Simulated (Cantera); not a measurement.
A Cantera script and what it prints.

```python
import numpy as np
import cantera as ct

gas_names = """
    CL CL2 H HCL H2 N NH NH2 NH3 N2 N2H2 N2H4 Si SiCL SiCL2 SiCL3 SiCL4 SiH SiHCL3 SiH2 SiH2CL2 SiH3
    SiH3CL SiH4 SiN Si2 Si2N Si3
""".split()
cond_names = """
    NH4CL(a) NH4CL(b) Si(cr) Si(L) Si3N4(a)
""".split()


# ... load() reads the species with a 1 bar reference pressure and builds the phases ...
atoms = {
    'SiH4': {'Si': 1, 'H': 4},
    'HCl': {'H': 1, 'CL': 1},
    'N2': {'N': 2},
}
top_T = {'Si3N4(a)': 2400}  # K; cautious upper limits of use, not melting points


# ... equilibrate(T, P, feed) seeds the gas with the atoms and calls Mixture.equilibrate('TP', solver="vcs", rtol=1e-11, max_steps=5000) ...
results = []
feed = {'SiH4': 1, 'HCl': 3.5, 'N2': 29}  # mol
T = 1423.15  # K
P = 16000  # Pa
mix = equilibrate(T, P, feed)
results.append((T, P, feed, dict(zip(mix.species_names, mix.species_moles))))
x = sorted(zip(gas.X, gas.species_names), reverse=True)
print(f"T = {T:g} K  P = {P:g} Pa  gas = {mix.phase_moles(0):.4g} mol")
print("   x: " + "  ".join(f"{s} {v:.3e}" for v, s in x if v > 0.0001))
print("   condensed (mol): " + ("  ".join(f"{mix.phase(i).name} {mix.phase_moles(i):.4g}"
      for i in range(1, mix.n_phases) if mix.phase_moles(i) > 1e-12) or "none"))
```

Output:

```
T = 1423.15 K  P = 16000 Pa  gas = 33.84 mol
   x: N2 8.390e-01  HCL 9.546e-02  H2 6.306e-02  SiCL4 1.211e-03  SiCL2 7.507e-04  SiCL3 4.794e-04
   condensed (mol): Si3N4(a) 0.3051
```

Cantera equilibrium calculation (NASA polynomials, part measured and part estimated; ideal gas, pure solids and liquids). N2 is the only nitrogen source here; it is nearly inert below about 1500 K, so the nitride shown seldom forms there in practice. The tables' values for SiCl3 are old estimates; treat these amounts as uncertain.
